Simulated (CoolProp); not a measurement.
A single-stage vapour-compression cycle with R227EA: evaporating at 321.15 K (dew point), condensing at 344.15 K (bubble point), superheat 5 K, subcooling 2 K, compressor efficiency 0.85, no pressure losses. Each further row changes one setting.

Values from CoolProp's reference Helmholtz-energy equation of state, Lemmon 2016.

| case | cooling COP | pressure ratio | discharge temperature (K) | refrigerating effect (kJ/kg) | volumetric capacity (kJ/m³) |
|---|---|---|---|---|---|
| as stated | 9.33 | 1.75 | 345.5 | 74.4 | 5090 |
| evaporating temperature 326.15 K | 12.6 | 1.54 | 346.4 | 77.3 | 6060 |
| condensing temperature 339.15 K | 12.7 | 1.56 | 341.1 | 81.2 | 5550 |
| subcooling 7 K | 10.2 | 1.75 | 345.5 | 81.4 | 5560 |
| superheat 15 K | 9.81 | 1.75 | 354.5 | 84.3 | 5410 |
| compressor efficiency 0.75 | 8.24 | 1.75 | 346.4 | 74.4 | 5090 |
